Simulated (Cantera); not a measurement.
A perfectly stirred reactor is fed with CO : O₂ : H₂O : N₂ = 0.018 : 0.041 : 0.015 : 1 (molar parts), at 720 Torr; it is held at 1275 K, and followed from long to short residence time.

Model: GRI-Mech 3.0 (53 species, 325 reactions), integrated in Cantera.

Task: What does this change do: temperature 1275 to 1498 K?

Result: 
```
quantity                  before     after
----------------------  --------  --------
x(CO) at τ = 0.610 s    0.000222  0.000105
x(O₂) at τ = 0.610 s      0.0301    0.0301
x(H₂O) at τ = 0.610 s     0.0141    0.0140
x(H₂O₂) at τ = 0.610 s   4.70e-8   1.43e-8
x(O) at τ = 0.610 s      1.60e-5   3.09e-5
x(CO) at τ = 57.0 ms     0.00107  0.000505
x(O₂) at τ = 57.0 ms      0.0305    0.0302
x(H₂O) at τ = 57.0 ms     0.0140    0.0139
x(H₂O₂) at τ = 57.0 ms   1.43e-7   4.60e-8
x(O) at τ = 57.0 ms      7.74e-5  0.000144
```

Task: What does this change do: temperature 1275 to 1050 K?

Result: 
```json
[
 {"quantity": "x(CO) at τ = 0.610 s", "before": "0.000222", "after": "0.00200"},
 {"quantity": "x(O₂) at τ = 0.610 s", "before": "0.0301", "after": "0.0310"},
 {"quantity": "x(H₂O) at τ = 0.610 s", "before": "0.0141", "after": "0.0141"},
 {"quantity": "x(H₂O₂) at τ = 0.610 s", "before": "4.70e-8", "after": "4.52e-7"},
 {"quantity": "x(O) at τ = 0.610 s", "before": "1.60e-5", "after": "6.49e-6"},
 {"quantity": "x(CO) at τ = 57.0 ms", "before": "0.00107", "after": "0.00729"},
 {"quantity": "x(O₂) at τ = 57.0 ms", "before": "0.0305", "after": "0.0336"},
 {"quantity": "x(H₂O) at τ = 57.0 ms", "before": "0.0140", "after": "0.0140"},
 {"quantity": "x(H₂O₂) at τ = 57.0 ms", "before": "1.43e-7", "after": "7.59e-7"},
 {"quantity": "x(O) at τ = 57.0 ms", "before": "7.74e-5", "after": "2.64e-5"}
]
```
